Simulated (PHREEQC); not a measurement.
**Brine**

A solution holds 0.54 mol/kgw K2CO3, 0.03 mol/kgw K2SO4 and 0.08 mol/kgw KBr, at 25 °C and 500 atm. Closed to the air; pH follows from the charge balance.

Equilibrium calculation in PHREEQC: Pitzer model, pitzer.dat.

Each row changes one thing in this solution. Precipitation was switched off in this run.

| case | pH | ionic strength (mol/kgw) | SI of Arcanite (K2SO4) |
|---|---|---|---|
| as made | 11.53 | 1.78 | -1.28 |
| K2SO4 from 0.03 to 0.015 mol/kgw | 11.53 | 1.74 | -1.59 |
| KBr from 0.08 to 0.12 mol/kgw | 11.52 | 1.82 | -1.26 |
| KBr from 0.08 to 0.072 mol/kgw | 11.53 | 1.78 | -1.28 |

Species that the database lacks are ignored. In brines, pH and single-ion activities rest on the MacInnes convention. Under pressure, the constants of complexes without a molar volume in the database are unreliable.
